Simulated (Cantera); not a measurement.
What does this Cantera script print?

```python
import numpy as np
import cantera as ct

gas_names = """
    CL CL2 N N2 Si SiCL SiCL2 SiCL3 SiCL4 SiN Si2 Si2N Si3
""".split()
cond_names = """
    Si(cr) Si(L) Si3N4(a)
""".split()


# ... load() reads the species with a 1 bar reference pressure and builds the phases ...
atoms = {
    'Si2Cl6': {'Si': 2, 'CL': 6},
    'N2': {'N': 2},
}
top_T = {'Si3N4(a)': 2400}  # K; cautious upper limits of use, not melting points


# ... equilibrate(T, P, feed) seeds the gas with the atoms and calls Mixture.equilibrate('TP', solver="vcs", rtol=1e-11, max_steps=5000) ...
results = []
T = 1023.15  # K
P = 133.322  # Pa
for m in [0.48, 0.81, 1.4, 2.3, 3.9, 6.6, 11, 19, 32, 54, 92]:
    feed = {'Si2Cl6': 1, 'N2': m}  # mol
    mix = equilibrate(T, P, feed)
    results.append((T, P, feed, dict(zip(mix.species_names, mix.species_moles))))

top = {s: max(r[3][s] / sum(r[3][g] for g in gas_names) for r in results) for s in gas_names}
cols = sorted((s for s in top if top[s] > 1e-05), key=lambda s: -top[s])[:7]
seen = [c for c in cond_names if any(r[3].get(c, 0) > 1e-12 for r in results)]
print("log10 of partial pressures in bar; condensed amounts in mol")
print(f"{'n(N2)':>10s}" + "".join(f"{s[:9]:>10s}" for s in cols + seen))
for T, P, feed, n in results:
    ng = sum(n[g] for g in gas_names)
    print(f"{feed['N2']:10.4g}" + "".join(f"{np.log10(max(n[s] / ng * P / 1e5, 1e-99)):10.3f}" for s in cols)
          + "".join(f"{n.get(c, 0):10.4g}" for c in seen))
```

Output:

```
log10 of partial pressures in bar; condensed amounts in mol
     n(N2)        N2     SiCL4     SiCL3     SiCL2  Si3N4(a)
      0.48    -3.923    -2.917    -5.380    -6.518    0.1662
      0.81    -3.493    -2.996    -5.511    -6.701    0.1662
       1.4    -3.256    -3.110    -5.635    -6.836    0.1662
       2.3    -3.121    -3.240    -5.755    -6.946    0.1662
       3.9    -3.028    -3.405    -5.895    -7.060    0.1662
       6.6    -2.968    -3.591    -6.044    -7.173    0.1662
        11    -2.932    -3.786    -6.196    -7.282    0.1661
        19    -2.909    -4.005    -6.365    -7.400     0.166
        32    -2.895    -4.221    -6.529    -7.512    0.1659
        54    -2.887    -4.443    -6.696    -7.626    0.1658
        92    -2.882    -4.671    -6.868    -7.741    0.1657
```

Equilibrium computed with Cantera from the NASA thermochemical tables; the gas is ideal and each condensed phase is pure. The feed counts by its element totals alone. N2 is the only nitrogen source here; it is nearly inert below about 1500 K, so the nitride shown seldom forms there in practice. The tables' values for SiCl3 are old estimates; treat these amounts as uncertain.
